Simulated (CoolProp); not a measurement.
Vapour pressure (MPa) of R227EA: the reference equation beside estimates from Tc = 374.9 K, pc = 2.925 MPa, ω = 0.358. Clausius-Clapeyron is anchored at 214.6 K with a constant enthalpy of vaporisation of 25.27 kJ/mol.

Model: reference Helmholtz-energy equation of state, Lemmon 2016, in CoolProp.

```json
[
 {"T (K)": "206.1", "reference": "[?]", "Lee-Kesler": "0.005643", "Clausius-Clapeyron": "0.005856", "van der Waals": "0.1505", "Redlich-Kwong": "0.02245"},
 {"T (K)": "210.4", "reference": "0.007882", "Lee-Kesler": "0.007696", "Clausius-Clapeyron": "0.007915", "van der Waals": "[?]", "Redlich-Kwong": "[?]"},
 {"T (K)": "214.6", "reference": "0.01050", "Lee-Kesler": "0.01027", "Clausius-Clapeyron": "0.01050", "van der Waals": "0.1926", "Redlich-Kwong": "0.03590"},
 {"T (K)": "218.9", "reference": "0.01389", "Lee-Kesler": "0.01362", "Clausius-Clapeyron": "0.01387", "van der Waals": "0.2168", "Redlich-Kwong": "0.04474"},
 {"T (K)": "223.1", "reference": "0.01803", "Lee-Kesler": "0.01772", "Clausius-Clapeyron": "0.01801", "van der Waals": "[?]", "Redlich-Kwong": "0.05492"},
 {"T (K)": "227.4", "reference": "[?]", "Lee-Kesler": "0.02291", "Clausius-Clapeyron": "0.02330", "van der Waals": "0.2705", "Redlich-Kwong": "0.06709"},
 {"T (K)": "231.6", "reference": "0.02952", "Lee-Kesler": "[?]", "Clausius-Clapeyron": "0.02969", "van der Waals": "0.3001", "Redlich-Kwong": "0.08085"},
 {"T (K)": "235.9", "reference": "0.03726", "Lee-Kesler": "0.03686", "Clausius-Clapeyron": "0.03772", "van der Waals": "0.3326", "Redlich-Kwong": "0.09705"},
 {"T (K)": "240.1", "reference": "0.04633", "Lee-Kesler": "0.04592", "Clausius-Clapeyron": "0.04725", "van der Waals": "0.3666", "Redlich-Kwong": "[?]"}
]
```

Problem. Some entries are withheld; supply them.

Solution. 
- 206.1, reference: 0.005790
- 210.4, van der Waals: 0.1709
- 210.4, Redlich-Kwong: 0.02864
- 223.1, van der Waals: 0.2423
- 227.4, reference: 0.02327
- 231.6, Lee-Kesler: 0.02913
- 240.1, Redlich-Kwong: 0.1151

Absolute difference from the reference over all 9 rows, mean and median: Lee-Kesler 1.7 and 1.7 %, Clausius-Clapeyron 0.6 and 0.4 %, van der Waals 1385.5 and 1243.9 %, Redlich-Kwong 210.1 and 204.6 %.
